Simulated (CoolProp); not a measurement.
The numbers come from the reference Helmholtz-energy equation of state, Lemmon 2006 in CoolProp. It is a short technical equation, of lower accuracy than the large ones.

Question: For carbonyl sulfide, give the phase and the Joule-Thomson coefficient (K/MPa) at 544.1 K and 2.35 MPa; 322.3 K and 0.123 MPa.

Answer: 
- 544.1 K and 2.35 MPa: gas; Joule-Thomson coefficient 5.21
- 322.3 K and 0.123 MPa: gas; Joule-Thomson coefficient 16.6
